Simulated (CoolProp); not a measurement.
A simple Rankine cycle with R245ca: condensing at 294.15 K, boiler at 0.93 MPa, turbine inlet 413.1 K, turbine efficiency 0.6, pump efficiency 0.6, no recuperator. Each further row changes one setting.

Computed with CoolProp (reference Helmholtz-energy equation of state, Zhou 2016).

| case | thermal efficiency (%) | net work (kJ/kg) | heat in (kJ/kg) | turbine exit temperature (K) | volume ratio over the turbine |
|---|---|---|---|---|---|
| as stated | 9.8 | 31.0 | 316 | 374.1 | 11.0 |
| turbine inlet 433.1 K | 9.7 | 33.1 | 340 | 394.7 | 10.8 |
| condensing temperature 286.15 K | 10.8 | 35.3 | 327 | 369.8 | 15.2 |
| boiler pressure 0.651 MPa | 8.6 | 27.4 | 320 | 381.4 | 7.53 |
| turbine efficiency 0.5 | 8.1 | 25.7 | 316 | 379.2 | 11.2 |
